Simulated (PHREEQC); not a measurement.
A solution holds 0.027 mol MgSO4 per kg of water, at 25 °C. Closed to the air; pH follows from the charge balance.

All values are PHREEQC results (ion-association model, phreeqc.dat), not measurements.

Each row changes one thing in this solution. Precipitation was switched off in this run.

| case | pH | ionic strength (mol/kgw) | SO4-2 (mol/kgw) | HSO4- (mol/kgw) |
|---|---|---|---|---|
| as made | 6.83 | 0.0629 | 0.0157 | 1.22e-7 |
| diluted 2-fold with water | 6.86 | 0.0350 | 0.00874 | 7.09e-8 |
| MgSO4 from 0.027 to 0.0135 mol/kgw | 6.86 | 0.0350 | 0.00874 | 7.09e-8 |
| 0.0052 mol/kgw Li2SO4 added | 6.86 | 0.0743 | … | … |
| diluted 10-fold with water | 6.93 | 0.00871 | 0.00218 | 1.87e-8 |
| MgSO4 replaced by ZnSO4 at the same molality | 5.66 | 0.0633 | 0.0146 | 1.67e-6 |
| MgSO4 from 0.027 to 0.135 mol/kgw | 6.75 | … | 0.0612 | … |
| MgSO4 from 0.027 to 0.0027 mol/kgw | 6.93 | 0.00871 | 0.00218 | 1.87e-8 |

### Question
Fill in the missing entries.

### Answer

- 0.0052 mol/kgw Li2SO4 added, SO4-2 (mol/kgw): 0.0197
- 0.0052 mol/kgw Li2SO4 added, HSO4- (mol/kgw): 1.36e-7
- MgSO4 from 0.027 to 0.135 mol/kgw, ionic strength (mol/kgw): 0.245
- MgSO4 from 0.027 to 0.135 mol/kgw, HSO4- (mol/kgw): 3.92e-7

Complexes and solids missing from the database can't appear.
